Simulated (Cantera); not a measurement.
**Low-pressure radical oxidation in H2/O2**

An isothermal, constant-pressure homogeneous reactor starts with 0.764 % H2, 98.0 % O2, 1.27 % H2O, equivalence ratio 0.0039, at 1300 K and 1330 Pa.

Computed with Cantera and GRI-Mech 3.0 (53 species, 325 reactions). Radical loss at walls, strong at low pressure, is not modelled.

| t (s) | x H2 | x O2 | x H2O2 | x O | x H2O | x H |
|---|---|---|---|---|---|---|
| 5.00e-6 | 0.00764 | 0.980 | <1e-12 | 1.65e-11 | 0.0127 | 1.80e-10 |
| 3.16e-5 | 0.00764 | 0.980 | <1e-12 | 4.97e-10 | 0.0127 | 7.60e-10 |
| 0.000199 | 0.00764 | 0.980 | 1.27e-12 | 7.79e-9 | 0.0127 | 1.71e-9 |
| 0.00126 | 0.00764 | 0.980 | 4.61e-11 | 2.14e-7 | 0.0127 | 1.84e-8 |
| 0.00796 | 0.000791 | 0.973 | 4.13e-8 | 0.00533 | 0.0185 | 0.000382 |
| 0.0503 | 5.25e-5 | 0.974 | 2.36e-8 | 0.00523 | 0.0196 | 0.000238 |
| 0.317 | 2.08e-5 | 0.977 | 1.72e-8 | 0.00205 | 0.0200 | 5.86e-5 |
| 2.01 | 1.97e-6 | 0.979 | 5.18e-9 | 0.000191 | 0.0203 | 1.69e-6 |
| 12.7 | 1.17e-7 | 0.980 | 6.61e-10 | 1.14e-5 | 0.0204 | 2.45e-8 |
| 80.0 | 1.75e-8 | 0.980 | 1.39e-10 | 1.71e-6 | 0.0204 | 1.43e-9 |
x: mole fraction; the columns are a selection and need not sum to one.

Equilibrium at this temperature and pressure: H2 1.56e-8, O2 0.980, H2O2 1.28e-10, O 1.53e-6, H2O 0.0204, H 1.21e-9 (gas phase only).
